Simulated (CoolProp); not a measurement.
Computed with CoolProp (reference Helmholtz-energy equation of state, Zhou 2012).

Problem. For m-xylene, give the phase and the conductivity (mW/(m K)) at 620 K and 0.0559 MPa; 620 K and 0.106 MPa; 620 K and 17.7 MPa.

Solution. 
- 620 K and 0.0559 MPa: gas; conductivity 43.1
- 620 K and 0.106 MPa: gas; conductivity 43.1
- 620 K and 17.7 MPa: supercritical; conductivity 83.9

Thermal conductivity comes from a separate model (Mylona 2014).
